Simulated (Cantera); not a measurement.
Boron, boron nitride and boron oxide: BF3 + NH3

Input: 1 mol BF3, a varied amount of NH3, at 1027 °C and 37000 Pa.

Cantera equilibrium calculation (NASA polynomials, part measured and part estimated; ideal gas, pure solids and liquids). Candidate condensed phases: B, BN; 31 gas species. The tables' values for BF2 are old estimates; treat these amounts as uncertain. Equilibrium is a limit: real reactors are often held back by kinetics, nucleation or transport.

```csv
n(NH3) (mol),x H2,x BF3,x N2,x HF,x BHF2,n BN(s)
0.85,0.458,0.360,0.153,0.0276,0.00101,0.0239
3.4,0.642,0.120,0.214,0.0240,0.000544,0.0609
5.9,0.681,0.0709,0.227,0.0209,0.000391,0.0876
8.4,0.698,0.0497,0.233,0.0189,0.000311,0.110
11,0.709,0.0375,0.236,0.0174,0.000259,0.131
13,0.714,0.0314,0.238,0.0165,0.000231,0.146
16,0.719,0.0251,0.240,0.0153,0.000199,0.167
18,0.722,0.0220,0.241,0.0147,0.000183,0.179
21,0.725,0.0185,0.242,0.0139,0.000163,0.198
```
x: gas mole fraction; n: condensed amount in mol.

From 0.85 mol NH3 to 21 mol NH3 the condensed part is BN(s). The main B-bearing gas is BF3 throughout. The share of B in condensed phases is highest at 21 mol NH3 (19.8 %) and lowest at 0.85 mol NH3 (2.4 %).
